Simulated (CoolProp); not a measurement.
Vapour pressure (MPa) of hydrogen chloride: the reference equation beside estimates from Tc = 51.5 °C, pc = 8.314 MPa, ω = 0.130.

The numbers come from the reference Helmholtz-energy equation of state, Thol 2018 in CoolProp.

```
T (°C)  reference  Lee-Kesler  van der Waals  Redlich-Kwong  Peng-Robinson
------  ---------  ----------  -------------  -------------  -------------
-92.35    0.06543     0.06116         0.4630        0.07430        0.06390
-76.15     0.1631      0.1573         0.7701         0.1913         0.1607
-59.95     0.3498      0.3449          1.193         0.4136         0.3471
-43.85     0.6657      0.6662          1.743         0.7831         0.6648
-27.65      1.164       1.174          2.442          1.350          1.169
-11.45      1.897       1.919          3.299          2.156          1.913
4.75        2.925       2.958          4.325          3.244          2.960
20.95       4.321       4.357          5.529          4.654          4.375
```

Absolute difference from the reference over all 8 rows, mean and median: Lee-Kesler 1.9 and 1.1 %, van der Waals 205.3 and 135.8 %, Redlich-Kwong 14.4 and 14.8 %, Peng-Robinson 1.1 and 1.0 %.
